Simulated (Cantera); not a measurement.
## Silicon etching in halogen gases: Si + HF + H₂

Input: 1 mol Si, 1 mol HF, 4.6 mol H₂, equilibrated at 925 °C and 750 Torr.

These are equilibrium values from Cantera (NASA tables, ideal gas, pure condensed phases), not measurements of a reactor. Candidate condensed phases: Si; 25 gas species. The tables' values for SiF₃, SiF₂ are old estimates; treat these amounts as uncertain. Rates play no part.

```
Item            Value
----------  ---------
x(H₂)           0.950
x(SiF₄)        0.0384
x(SiHF₃)      0.00978
x(SiH₂F₂)     0.00123
x(SiF₃)      0.000638
x(HF)        0.000120
x(SiH₃F)      3.91e-5
x(SiF₂)       1.17e-5
n(Si(s))    0.733 mol
gas amount  5.335 mol
```
